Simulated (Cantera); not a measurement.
A closed system holds: 1 mol Al, 0.83 mol HCl, 47 mol N₂, 40 mol N₂O, equilibrated at 7.40 mbar.

Method: chemical equilibrium by Gibbs-energy minimisation in Cantera with the NASA 1993 tables (ideal gas, pure condensed phases). Candidate condensed phases: Al, AlCl₃, AlN, Al₂O₃, H₂O, NH₄Cl; 45 gas species. Equilibrium is a limit: real reactors are often held back by kinetics, nucleation or transport. All values below are at 2175 K.

Base state: N₂ 0.801, O₂ 0.166, O 0.0109, NO 0.0107, Cl 0.00651, OH 0.00203, H₂O 0.00198, HCl 0.00117 (mole fractions); condensed: Al₂O₃(s).

### Question
What changes in the equilibrium state with this change: N₂O from 40 to 2.4 mol?

### Answer
```json
[
 {"species": "N₂", "before": "0.801", "after": "0.969"},
 {"species": "Cl", "before": "0.00651", "after": "0.0103"},
 {"species": "HCl", "before": "0.00117", "after": "0.00593"},
 {"species": "O₂", "before": "0.166", "after": "0.00469"},
 {"species": "O", "before": "0.0109", "after": "0.00183"},
 {"species": "NO", "before": "0.0107", "after": "0.00198"},
 {"species": "AlOCl", "before": "5.05e-6", "after": "1.96e-5"},
 {"species": "H₂", "before": "5.51e-5", "after": "0.000562"},
 {"species": "H", "before": "0.000421", "after": "0.00135"},
 {"species": "OH", "before": "0.00203", "after": "0.00109"},
 {"species": "H₂O", "before": "0.00198", "after": "0.00340"},
 {"species": "Al₂O₃(s), mol", "before": "0.500", "after": "0.499"}
]
```
